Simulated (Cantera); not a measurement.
# Dilute partial oxidation

An isothermal, constant-pressure homogeneous reactor starts with CH₂O : O₂ : N₂ = 0.0034 : 0.0063 : 1 (molar parts), equivalence ratio 0.54, at 948 K and 210000 Pa.

Detailed kinetics in Cantera: GRI-Mech 3.0 (53 species, 325 reactions). Below about 1000 K GRI-Mech 3.0 lacks low-temperature oxidation paths.

```csv
t (s),x CH₂O,x O₂,x C₂H,x HCO,x HCN,x C₂H₄
7.00e-6,0.00337,0.00624,<1e-12,1.81e-11,<1e-12,<1e-12
3.56e-5,0.00337,0.00624,<1e-12,1.93e-11,<1e-12,<1e-12
0.000181,0.00337,0.00624,<1e-12,2.34e-11,<1e-12,<1e-12
0.000917,0.00337,0.00624,<1e-12,4.61e-11,<1e-12,<1e-12
0.00466,0.00337,0.00624,<1e-12,2.35e-10,<1e-12,<1e-12
0.0237,0.00322,0.00614,<1e-12,8.86e-9,<1e-12,<1e-12
0.120,1.22e-8,0.00460,<1e-12,1.23e-11,<1e-12,<1e-12
0.611,1.22e-11,0.00440,<1e-12,2.06e-12,<1e-12,<1e-12
3.10,3.19e-12,0.00397,<1e-12,<1e-12,<1e-12,<1e-12
15.8,<1e-12,0.00343,<1e-12,<1e-12,<1e-12,<1e-12
80.0,<1e-12,0.00295,<1e-12,<1e-12,<1e-12,<1e-12
```
x: mole fraction; the columns are a selection and need not sum to one.

Equilibrium at this temperature and pressure: CH₂O <1e-12, O₂ 0.00287, C₂H <1e-12, HCO <1e-12, HCN <1e-12, C₂H₄ <1e-12 (gas phase only).
